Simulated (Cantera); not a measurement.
A closed system holds: 1 mol BN, 11 mol NF₃, 1.2 mol H₂, equilibrated at 923.15 K and 1.30e-5 bar.

Cantera equilibrium calculation (NASA polynomials, part measured and part estimated; ideal gas, pure solids and liquids). Candidate condensed phases: B, BN; 31 gas species. Equilibrium is a limit: real reactors are often held back by kinetics, nucleation or transport.

Base state: F 0.741, N₂ 0.163, HF 0.0651, BF₃ 0.0271, F₂ 0.00385 (mole fractions); condensed: gas only.

Problem. What changes in the equilibrium state with this change: NF₃ from 11 to 1.2 mol?

Solution. 
| species | before | after |
|---|---|---|
| N₂ | 0.163 | 0.306 |
| BF₃ | 0.0271 | 0.278 |
| H₂ | <1e-9 | 0.250 |
| F | 0.741 | <1e-9 |
| HF | 0.0651 | 0.167 |
| F₂ | 0.00385 | <1e-9 |
